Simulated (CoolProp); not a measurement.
Properties of R236FA along the isobar 101 kPa.

The numbers come from the reference Helmholtz-energy equation of state, Pan 2012 in CoolProp.

```tsv
T (°C)	phase	density (kg/m³)	speed of sound (m/s)	expansivity (1/kK)
-28.75	liquid	1528	757.0	1.909
-24.95	liquid	…	740.4	1.939
-21.05	liquid	…	723.4	1.971
-17.25	liquid	1494	706.8	2.005
-13.45	liquid	…	690.3	2.040
-9.65	liquid	1471	673.9	2.077
-5.75	liquid	1459	657.1	…
1.85	gas	7.027	122.5	4.287
5.65	gas	…	123.5	4.192
9.55	gas	…	124.6	4.100
13.35	gas	6.699	125.6	4.015
17.15	gas	6.599	…	3.934
20.95	gas	6.502	127.5	3.858
24.85	gas	6.406	128.5	3.783
```

**Question.** Complete the blanks.

**Answer.** 
- -24.95, density (kg/m³): 1517
- -21.05, density (kg/m³): 1506
- -13.45, density (kg/m³): 1483
- -5.75, expansivity (1/kK): 2.118
- 5.65, density (kg/m³): 6.914
- 9.55, density (kg/m³): 6.803
- 17.15, speed of sound (m/s): 126.6
